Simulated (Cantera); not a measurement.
MgO + SO3 + H2O (roasting and sulfation)

Input: 1 mol MgO, 1 mol SO3, 0.13 mol H2O, equilibrated at 0.310 bar.

These are equilibrium values from Cantera (NASA tables, ideal gas, pure condensed phases), not measurements of a reactor. Candidate condensed phases: H2O, H2SO4, Mg, MgO, Mg(OH)2, MgS, MgSO4, S; 26 gas species. Mutual solubility and eutectic melting of coexisting phases are not modelled. Equilibrium is a limit: real reactors are often held back by kinetics, nucleation or transport.

```
T (°C)   x H2O     x SO2      x O2     x SO3      x OH       x O      x SO      x H2  n MgSO4(s)  n MgO(s)
------  ------  --------  --------  --------  --------  --------  --------  --------  ----------  --------
352       1.00  8.85e-12  4.95e-12    <1e-12    <1e-12    <1e-12    <1e-12  1.35e-12        1.00         0
452       1.00   8.00e-9   4.01e-9  4.50e-11  3.50e-12    <1e-12    <1e-12  3.20e-11        1.00         0
552      1.000   1.32e-6   6.59e-7   1.31e-8  3.26e-10    <1e-12    <1e-12  3.52e-10        1.00         0
652      1.000   7.03e-5   3.52e-5   1.09e-6   1.14e-8    <1e-12    <1e-12   2.37e-9       1.000         0
752      0.997   0.00169  0.000845   3.71e-5   1.97e-7  1.72e-11    <1e-12   1.11e-8       1.000  0.000225
852      0.965    0.0226    0.0113  0.000657   2.02e-6  8.81e-10  4.17e-11   3.93e-8       0.997   0.00313
952      0.702     0.194    0.0970   0.00710   1.22e-5   2.35e-8   1.71e-9   8.56e-8       0.963    0.0373
1052    0.0805     0.600     0.300    0.0189   1.83e-5   2.71e-7   2.82e-8   3.54e-8           0      1.00
1152    0.0801     0.606     0.303    0.0104   5.17e-5   1.37e-6   1.94e-7   1.72e-7           0      1.00
1252    0.0799     0.609     0.305   0.00617  0.000127   5.61e-6   1.04e-6   6.84e-7           0      1.00
1352    0.0798     0.611     0.305   0.00390  0.000281   1.93e-5   4.49e-6   2.30e-6           0      1.00
1452    0.0796     0.612     0.306   0.00260  0.000564   5.76e-5   1.64e-5   6.72e-6           0      1.00
1552    0.0793     0.612     0.306   0.00182   0.00105  0.000153   5.19e-5   1.74e-5           0     1.000
```
x: gas mole fraction; n: condensed amount in mol.

From 352 °C to 652 °C the condensed part is MgSO4(s). From 752 °C to 952 °C the condensed part is MgO(s) + MgSO4(s). From 1052 °C to 1552 °C the condensed part is MgO(s).
